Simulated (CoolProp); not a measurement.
Values from CoolProp's reference Helmholtz-energy equation of state, Tillner-Roth 1997.

Question: For CH2F2 (R32), give the phase and the cv (kJ/(kg K)) at 81.85 °C and 0.222 MPa.

Answer: 
- 81.85 °C and 0.222 MPa: gas; cv 0.763
